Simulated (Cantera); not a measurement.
An adiabatic, constant-volume homogeneous reactor starts with CH₄ : CO : O₂ : N₂ : H₂O = 1 : 0.4 : 4.78 : 18 : 1.9 (molar parts), equivalence ratio 0.46, at 1350 K and 2600000 Pa.

Computed with Cantera and GRI-Mech 3.0 (53 species, 325 reactions). The pressure lies above the range GRI-Mech 3.0 was tuned for (to about 10 atm).

Predict: time of steepest temperature rise; temperature at 3.00 s; equilibrium temperature; x(CO) at 3.00 s; x(O₂) at 3.00 s; x(NO₂) at 3.00 s; x(N₂O) at 3.00 s.


```
Item                                                                   Value
---------------------------------  -----------------------------------------
time of steepest temperature rise                                   0.289 ms
temperature at 3.00 s                                                 2418 K
equilibrium temperature                                               2418 K
x(CO) at 3.00 s                    0.000609 (gas-phase equilibrium 0.000609)
x(O₂) at 3.00 s                        0.0925 (gas-phase equilibrium 0.0925)
x(NO₂) at 3.00 s                     5.40e-5 (gas-phase equilibrium 5.40e-5)
x(N₂O) at 3.00 s                     4.34e-6 (gas-phase equilibrium 4.34e-6)
```
